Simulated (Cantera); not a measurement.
Charge: 1 mol Al, 16 mol N2, 2 mol H2, held at 1825 K and 0.100 bar.

These are equilibrium values from Cantera (NASA tables, ideal gas, pure condensed phases), not measurements of a reactor. Candidate condensed phases: Al, AlN; 13 gas species. The numbers say what is thermodynamically allowed, not how fast it happens.

Question: What is the equilibrium state?

Answer: 
```
Quantity                              Value
--------------------------------  ---------
x(N2)                                 0.885
x(H2)                                 0.114
x(H)                               0.000470
x(Al)                               1.80e-5
n(AlN(s))                         1.000 mol
gas amount                        17.50 mol
log10 activity of Al(l) (absent)      -2.76
```
